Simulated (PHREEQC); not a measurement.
1 kg of water holding 0.017 mol/kgw KCl and 0.059 mol/kgw Na2CO3 is evaporated at 25 °C; the solids stay in contact with the brine. CO2 is held at log p = -3.4 (atm). Only these solids could form: Halite, Kalicinite, Nahcolite, Natron, Sylvite, Trona.

The series has 28 steps of water left (kg), from 0.9996 to 0.003476.

Equilibrium calculation in PHREEQC: Pitzer model, pitzer.dat.

Which solids form, in which order, and at which step of the series does each first stand?

Trona from water left = 0.01957 kg (pH 10.19); Sylvite from water left = 0.003476 kg (pH 10.26).
